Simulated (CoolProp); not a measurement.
A simple Rankine cycle with n-perfluorohexane: condensing at 292.15 K, boiler at 0.634 MPa, turbine inlet 449 K, turbine efficiency 0.85, pump efficiency 0.7, no recuperator. Each further row changes one setting.

Model: reference Helmholtz-energy equation of state, Gao 2022, in CoolProp.

```tsv
case	thermal efficiency (%)	net work (kJ/kg)	heat in (kJ/kg)	turbine exit temperature (K)	volume ratio over the turbine
as stated	12.1	28.1	232	414.5	30.1
condensing temperature 284.15 K	13.0	31.3	241	411.1	43.9
boiler pressure 0.444 MPa	11.0	25.7	234	419.1	20.3
turbine efficiency 0.75	10.6	24.7	232	418.0	30.4
```
